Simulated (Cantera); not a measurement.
**Adiabatic ignition**

An adiabatic, constant-pressure homogeneous reactor starts with C3H8 : O2 : N2 = 1 : 9.62 : 36.2 (molar parts), equivalence ratio 0.52, at 1800 K and 0.296 atm.

Model: GRI-Mech 3.0 (53 species, 325 reactions), integrated in Cantera. GRI-Mech 3.0 was tuned for natural gas; its chemistry of propane as a main component is partial and can be far from experiment.

```csv
t (s),T (K),x C3H8,x O2,x N2O,x CH2CO,x CO2,x H2O
2.00e-6,1789,0.0200,0.205,1.02e-10,1.70e-7,3.73e-7,3.75e-5
6.93e-6,1767,0.0157,0.203,1.47e-9,3.23e-5,3.78e-5,0.00104
2.40e-5,1879,0.00129,0.175,1.71e-8,0.00205,0.00120,0.0188
8.33e-5,2258,<1e-12,0.0976,1.03e-7,<1e-12,0.0281,0.0583
0.000289,2313,<1e-12,0.0934,1.09e-7,<1e-12,0.0367,0.0579
0.00100,2429,<1e-12,0.0938,1.70e-7,<1e-12,0.0401,0.0622
0.00347,2558,<1e-12,0.0932,3.52e-7,<1e-12,0.0454,0.0674
0.0120,2568,<1e-12,0.0902,4.18e-7,<1e-12,0.0464,0.0685
0.0416,2562,<1e-12,0.0875,4.65e-7,<1e-12,0.0467,0.0688
0.144,2562,<1e-12,0.0873,4.69e-7,<1e-12,0.0467,0.0688
0.500,2562,<1e-12,0.0873,4.69e-7,<1e-12,0.0467,0.0688
```
x: mole fraction; the columns are a selection and need not sum to one.

```
Quantity                                                            Result
---------------------------------  ---------------------------------------
time of steepest temperature rise                                  33.6 µs
temperature at 0.500 s                                              2562 K
equilibrium temperature                                             2562 K
x(C3H8) at 0.500 s                   <1e-12 (gas-phase equilibrium <1e-12)
x(O2) at 0.500 s                     0.0873 (gas-phase equilibrium 0.0873)
x(N2O) at 0.500 s                  4.69e-7 (gas-phase equilibrium 4.69e-7)
```
